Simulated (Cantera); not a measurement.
Input: 1 mol C₆H₆, 7.8 mol H₂, equilibrated at 777 °C and 54.0 mbar.

Method: chemical equilibrium by Gibbs-energy minimisation in Cantera with the NASA 1993 tables (ideal gas, pure condensed phases). Candidate condensed phases: C, C₆H₆, C₇H₈, C₈H₁₈; 76 gas species. Rates play no part.

Base state: H₂ 0.997, CH₄ 0.00307 (mole fractions); condensed: C(graphite).

Q: What changes in the equilibrium state with this change: temperature from 777 °C to 450 °C?

A: 
```csv
species,before,after
H₂,0.997,0.811
CH₄,0.00307,0.189
"C(graphite), mol",5.97,4.28
```
